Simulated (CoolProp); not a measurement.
Vapour-liquid equilibrium of hydrogen chloride (1) + ethane (2) at 261.1 K; x and y are mole fractions of (1).

Model: multi-fluid Helmholtz-energy mixture model, Thol 2018 and Bücker 2006; pair parameters Bell 2016, in CoolProp.

Q: Give the bubble pressure and the first vapour's composition at x = 0.35, 0.65, 0.75. Is there an azeotrope?

A: x = 0.35: 2312 kPa, y = 0.416; x = 0.65: 2361 kPa, y = 0.612; x = 0.75: 2306 kPa, y = 0.681. y crosses x between x = 0.45 and 0.55: the model has an azeotrope there.

Pair parameters are fitted to limited data, so mixtures are less certain than the pure fluids.
